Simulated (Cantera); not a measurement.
Mixture: H₂ : O₂ : N₂ = 1 : 0.357 : 1.34 (molar parts), at 3750 Torr, adiabatic and at constant volume. Ignition delay is the time to a rise of 400 K.

Model: GRI-Mech 3.0 (53 species, 325 reactions), integrated in Cantera. The hydrogen kinetics of GRI-Mech 3.0 are dated; newer H2 mechanisms differ, most at raised pressure.

**Question.** At T0 = 1400 K, what is the delay, and which 5 reactions control it most (d ln τ / d ln k, from doubling and halving each rate constant)?

**Answer.** The delay is 3.95 µs.
| reaction | d ln τ / d ln k | faster rate |
|---|---|---|
| H + O2 <=> O + OH | -0.83 | shortens it |
| H2 + O <=> H + OH | -0.13 | shortens it |
| H + O2 + M <=> HO2 + M | 0.07 | lengthens it |
| H2 + OH <=> H + H2O | -0.07 | shortens it |
| H + HO2 <=> H2 + O2 | -0.06 | shortens it |
